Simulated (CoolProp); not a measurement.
A single-stage vapour-compression cycle with R11: evaporating at 257.15 K (dew point), condensing at 326.15 K (bubble point), superheat 0 K, subcooling 8 K, compressor efficiency 0.6, no pressure losses. Each further row changes one setting.

Model: reference Helmholtz-energy equation of state, Jacobsen 1992, in CoolProp.

```tsv
case	cooling COP	pressure ratio	discharge temperature (K)	refrigerating effect (kJ/kg)	volumetric capacity (kJ/m³)
as stated	1.88	13.4	388.8	142	178
evaporating temperature 262.15 K	2.10	[?]	[?]	144	[?]
condensing temperature 321.15 K	2.06	11.6	380.9	146	183
subcooling 13 K	[?]	13.4	388.8	146	183
superheat 10 K	1.87	13.4	401.9	147	177
compressor efficiency 0.5	1.56	13.4	411.9	142	178
```

### Question
Complete the blanks.

### Answer

- evaporating temperature 262.15 K, pressure ratio: 10.5
- evaporating temperature 262.15 K, discharge temperature (K): 382.2
- evaporating temperature 262.15 K, volumetric capacity (kJ/m³): 226
- subcooling 13 K, cooling COP: 1.93
